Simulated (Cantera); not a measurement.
Charge: 1 mol AlN, 0.15 mol H2O, 7.9 mol N2, at 1402 °C and 8.70 mbar.

Method: chemical equilibrium by Gibbs-energy minimisation in Cantera with the NASA 1993 tables (ideal gas, pure condensed phases). Candidate condensed phases: Al, AlN, Al2O3, H2O; 35 gas species. Mutual solubility and eutectic melting of coexisting phases are not modelled. Equilibrium is a limit: real reactors are often held back by kinetics, nucleation or transport.

Task: What is the equilibrium state?

Result: 
| Property | Result |
|---|---|
| x(N2) | 0.981 |
| x(H2) | 0.0184 |
| x(H) | 0.000169 |
| x(Al) | 1.58e-5 |
| x(Al2O) | 1.80e-6 |
| n(AlN(s)) | 0.900 mol |
| n(Al2O3(s)) | 0.0500 mol |
| gas amount | 8.101 mol |
| log10 activity of Al(l) (absent) | -3.10 |
